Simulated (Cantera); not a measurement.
Input: 1 mol AlI3, 0.64 mol N2, 13 mol H2, 6.4 mol O2, at 1148.15 K and 0.130 bar.

These are equilibrium values from Cantera (NASA tables, ideal gas, pure condensed phases), not measurements of a reactor. Candidate condensed phases: Al, AlI3, AlN, Al2O3, H2O, I2; 41 gas species. Rates play no part.

Base state: H2O 0.726, HI 0.116, I 0.0540, H2 0.0511, N2 0.0411, I2 0.0113 (mole fractions); condensed: Al2O3(s).

Problem. What changes in the equilibrium state with this change: pressure from 0.130 bar to 31.0 mbar?

Solution. 
| species | before | after |
|---|---|---|
| H2O | 0.726 | 0.715 |
| HI | 0.116 | 0.0945 |
| I | 0.0540 | 0.0828 |
| I2 | 0.0113 | 0.00631 |
| H2 | 0.0511 | 0.0604 |
| N2 | 0.0411 | 0.0405 |
| Al2O3(s), mol | 0.500 | 0.500 |
